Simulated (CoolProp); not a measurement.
Properties of dodecamethylcyclohexasiloxane (D6) along the isobar 14 bar.

Values from CoolProp's reference Helmholtz-energy equation of state, Colonna 2008. It is a short technical equation, of lower accuracy than the large ones.

| T (°C) | phase | cp (kJ/(kg K)) | cv (kJ/(kg K)) | isothermal compressibility (1/MPa) | expansivity (1/kK) |
|---|---|---|---|---|---|
| 191.85 | liquid | 1.905 | 1.729 | 0.007859 | 1.529 |
| 197.75 | liquid | 1.917 | 1.740 | 0.008275 | 1.558 |
| 203.65 | liquid | 1.929 | 1.750 | 0.008724 | 1.589 |
| 209.65 | liquid | 1.941 | 1.761 | 0.009219 | 1.623 |
| 215.55 | liquid | 1.953 | 1.771 | 0.009748 | 1.658 |
| 221.45 | liquid | 1.965 | 1.781 | 0.01032 | 1.697 |
| 227.35 | liquid | 1.977 | 1.791 | 0.01095 | 1.738 |
| 233.35 | liquid | 1.989 | 1.801 | 0.01165 | 1.782 |
| 239.25 | liquid | 2.001 | 1.811 | 0.01241 | 1.830 |
| 245.15 | liquid | 2.014 | 1.821 | 0.01325 | 1.882 |
| 251.05 | liquid | 2.026 | 1.831 | 0.01418 | 1.938 |
